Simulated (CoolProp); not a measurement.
Vapour-liquid equilibrium of fluoroethane (R161) (1) + R1234yf (2) at -8.65 °C; x and y are mole fractions of (1).

Computed with CoolProp (multi-fluid Helmholtz-energy mixture model, Wu 2012 and Lemmon 2022; pair parameters Bell 2016).

```
x     bubble pressure (kPa)  y at the bubble point  dew pressure at overall composition x (kPa)  liquid density (mol/L)
----  ---------------------  ---------------------  -------------------------------------------  ----------------------
0.05                  239.3                  0.072                                        237.3                   10.74
0.15                  251.4                  0.205                                        246.3                   11.15
0.25                  262.9                  0.325                                        255.7                   11.58
0.35                  273.7                  0.433                                        265.4                   12.05
0.45                  283.8                  0.531                                        275.5                   12.55
0.55                  293.1                  0.623                                        285.7                   13.08
0.65                  301.6                  0.709                                        295.8                   13.66
0.75                  309.3                  0.793                                        305.4                   14.29
0.85                  316.2                  0.875                                        314.2                   14.97
0.95                  322.3                  0.958                                        321.8                   15.71
```

No azeotrope shows between x = 0.05 and 0.95.

Pair parameters are fitted to limited data, so mixtures are less certain than the pure fluids.
